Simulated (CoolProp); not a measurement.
Vapour pressure (kPa) of fluoroethane (R161): the reference equation beside estimates from Tc = 102.1 °C, pc = 5010 kPa, ω = 0.216.

Computed with CoolProp (reference Helmholtz-energy equation of state, Wu 2012).

| T (°C) | reference | Lee-Kesler | van der Waals | Redlich-Kwong | Peng-Robinson |
|---|---|---|---|---|---|
| -3.35 | 390.5 | 391.4 | 1150 | 546.9 | 388.9 |
| 2.95 | 480.9 | 482.6 | 1289 | 658.1 | 478.9 |
| 9.25 | 586.2 | 588.8 | 1439 | 784.5 | 584.0 |
| 15.55 | 707.9 | 711.5 | 1599 | 927.0 | 705.6 |
| 21.85 | 847.5 | 852.0 | 1771 | 1087 | 845.3 |
| 28.15 | 1007 | 1012 | 1953 | 1265 | 1005 |
| 34.45 | 1187 | 1193 | 2148 | 1461 | ? |
| 40.75 | 1389 | 1396 | 2353 | 1678 | 1391 |
| 47.05 | 1617 | 1624 | 2571 | 1916 | 1620 |
| 53.35 | 1870 | 1878 | 2801 | 2176 | 1877 |
| 59.65 | 2152 | 2160 | 3043 | 2458 | 2163 |
| 65.95 | ? | 2473 | 3298 | 2764 | 2480 |
| 72.25 | 2808 | 2819 | 3566 | 3093 | 2830 |
| 78.55 | 3189 | 3201 | 3846 | 3448 | ? |
| 84.85 | 3609 | 3622 | 4139 | 3829 | 3638 |

**Question.** What belongs in the gaps?

**Answer.** 
- 34.45, Peng-Robinson: 1186
- 65.95, reference: 2464
- 78.55, Peng-Robinson: 3215

Absolute difference from the reference over all 15 rows, mean and median: Lee-Kesler 0.4 and 0.4 %, van der Waals 82.2 and 69.4 %, Redlich-Kwong 21.7 and 20.8 %, Peng-Robinson 0.4 and 0.4 %.
